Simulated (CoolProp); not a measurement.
Saturation properties of R1234ze(E) (Tc = 382.5 K, pc = 3.635 MPa, ω = 0.313).

The numbers come from the reference Helmholtz-energy equation of state, Thol 2016 in CoolProp.

```tsv
T (K)	p (MPa)	vapour density (kg/m³)	liquid conductivity (mW/(m K))
223.2	0.02098	1.306	102
227.3	0.02662	1.632	101
231.5	0.03362	2.030	99.1
235.6	0.04182	2.489	97.4
239.8	0.05182	3.042	95.8
243.9	0.06334	3.671	94.2
248.1	0.07718	4.418	92.5
252.2	0.09289	5.258	90.9
256.4	0.1115	6.245	89.3
260.5	0.1324	7.342	87.8
264.7	0.1568	8.619	86.2
268.8	0.1839	10.03	84.7
```

It boils at 254.2 K under 1 atm.

Thermal conductivity comes from a separate model (Perkins 2011).
